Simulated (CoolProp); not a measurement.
Propylene glycol along the isotherm 391.1 K: Z from the reference equation and from simpler models built on Tc = 674.0 K, pc = 7.292 MPa, ω = 0.327; each cubic takes its own stable root.

The numbers come from the reference Helmholtz-energy equation of state, Eisenbach 2021 in CoolProp.

```
p (MPa)   phase  reference  van der Waals  Redlich-Kwong  Soave-Redlich-Kwong  Peng-Robinson
-------  ------  ---------  -------------  -------------  -------------------  -------------
2.03     liquid    0.04953        0.07645        0.05192              0.05003        0.04440
4.05     liquid    0.09865         0.1516         0.1033              0.09963        0.08843
6.08     liquid     0.1479         0.2264         0.1546               0.1493         0.1326
8.1      liquid     0.1967         0.3001         0.2054               0.1985         0.1763
10.1     liquid     0.2449         0.3724         0.2555               0.2471         0.2196
12.2     liquid     0.2954         0.4477         0.3078               0.2980         0.2648
14.2     liquid     0.3433         0.5189         0.3574               0.3462         0.3078
16.2     liquid     0.3912         0.5896         0.4068               0.3944         0.3507
18.2     liquid     0.4388         0.6599         0.4559               0.4424         0.3934
```
